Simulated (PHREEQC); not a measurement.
Model water analysis in mg/L, 25 °C, pH 6.83, pe -1.2: Na 1.39; K 0.415; Ca 0.88; Mg 0.214; Cl 0.951; S(6) as SO4 0.0207; Alkalinity as HCO3 6.45; Fe(2) 0.0143; Si as SiO2 0.0241; F 0.000286; Sr 0.00705.

Cl is adjusted to close the charge balance.
Valence states are taken as typed.

Model: ion-association model, wateq4f.dat, run in PHREEQC.

```csv
quantity,before,after
CaHCO3+ (mol/kgw),2.79e-8,1.09e-7
MgHCO3+ (mol/kgw),1.03e-8,4.00e-8
NaHCO3 (mol/kgw),3.49e-9,1.38e-8
SI of Quartz (SiO2),-2.42,-2.12
SI of Siderite (FeCO3),-3.21,-2.63
```

Task: What was changed between the two runs?
(A) all concentrations times 2 at the same typed pH
(B) Alkalinity from 6.45 to 3.23 mg/L
(C) temperature from 25 to 65 °C at the same typed pH
(D) pH from 6.83 to 5.83 at the same alkalinity

Result: A, all concentrations times 2 at the same typed pH

No solid was allowed to form. SiF6-2 is the database's only silicon fluoride. Fluoro complexes past AlF4- and FeF3 are missing from the database.
